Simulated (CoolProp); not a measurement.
Properties of ethylene along the isotherm -109.45 °C.

Values from CoolProp's reference Helmholtz-energy equation of state, Smukala 2000.

| p (MPa) | phase | Z | cp (kJ/(kg K)) | cv (kJ/(kg K)) | expansivity (1/kK) |
|---|---|---|---|---|---|
| 0.54 | liquid | 0.01932 | 2.407 | 1.385 | 2.436 |
| 1.08 | liquid | 0.03860 | 2.404 | 1.385 | 2.422 |
| 1.62 | liquid | 0.05785 | 2.402 | 1.386 | 2.408 |
| 2.16 | liquid | 0.07707 | 2.399 | 1.386 | 2.394 |
| 2.7 | liquid | 0.09625 | 2.396 | 1.387 | 2.381 |
| 3.24 | liquid | 0.1154 | 2.393 | 1.388 | 2.368 |
| 3.78 | liquid | 0.1345 | 2.391 | 1.388 | 2.356 |
| 4.32 | liquid | 0.1536 | 2.388 | 1.389 | 2.343 |
| 4.86 | liquid | 0.1727 | 2.386 | 1.390 | 2.331 |
| 5.4 | liquid | 0.1917 | 2.383 | 1.390 | 2.319 |
| 5.94 | liquid | 0.2107 | 2.381 | 1.391 | 2.307 |
| 6.48 | liquid | 0.2297 | 2.378 | 1.392 | 2.295 |
| 7.02 | liquid | 0.2486 | 2.376 | 1.392 | 2.283 |
| 7.56 | liquid | 0.2675 | 2.373 | 1.393 | 2.272 |
